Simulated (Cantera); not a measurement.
## Silicon oxide and oxynitride deposition: TEOS + NO

Feed: 1 mol TEOS, 0.47 mol NO, held at 7.10 Pa.

Cantera equilibrium calculation (NASA polynomials, part measured and part estimated; ideal gas, pure solids and liquids). Candidate condensed phases: C, C6H6, C7H8, C8H18, H2O, Si, SiC, SiO2, Si2N2O, Si3N4; 151 gas species. The feed counts by its element totals alone. Mutual solubility and eutectic melting of coexisting phases are not modelled. Rates play no part.

```tsv
T (K)	x H2	x CO	x N2	x H	x SiO	x HCN	x Si	x C2H2 (acetylene)	n C(graphite)	n SiO2(β-quartz)	n Si2N2O(s)	n SiC(s)
973	0.787	0.194	0.0185	1.14e-7	1.32e-10	4.01e-7	<1e-12	4.24e-10	5.53	1.00	0	0
1073	0.776	0.212	0.0114	1.46e-6	3.32e-7	1.45e-6	<1e-12	5.57e-9	5.26	0.823	0.0887	0
1173	0.702	0.298	0.000528	1.17e-5	0.000100	1.06e-6	9.93e-12	4.30e-8	3.22	0	0.227	0.544
1273	0.680	0.304	0.0160	6.98e-5	0.000193	1.66e-5	6.52e-10	2.53e-7	2.54	0	0	0.997
1373	0.680	0.304	0.0160	0.000326	0.000332	4.13e-5	2.32e-8	1.17e-6	2.54	0	0	0.995
1473	0.679	0.303	0.0159	0.00124	0.000530	9.05e-5	5.05e-7	4.42e-6	2.54	0	0	0.992
1573	0.677	0.303	0.0159	0.00397	0.000793	0.000179	7.41e-6	1.40e-5	2.55	0	0	0.988
1673	0.670	0.301	0.0157	0.0111	0.00113	0.000324	7.86e-5	3.82e-5	2.56	0	0	0.982
```
x: gas mole fraction; n: condensed amount in mol.

At 973 K the condensed part is C(graphite) + SiO2(β-quartz). At 1073 K the condensed part is C(graphite) + SiO2(β-quartz) + Si2N2O(s). At 1173 K the condensed part is C(graphite) + SiC(s) + Si2N2O(s). From 1273 K to 1673 K the condensed part is C(graphite) + SiC(s).
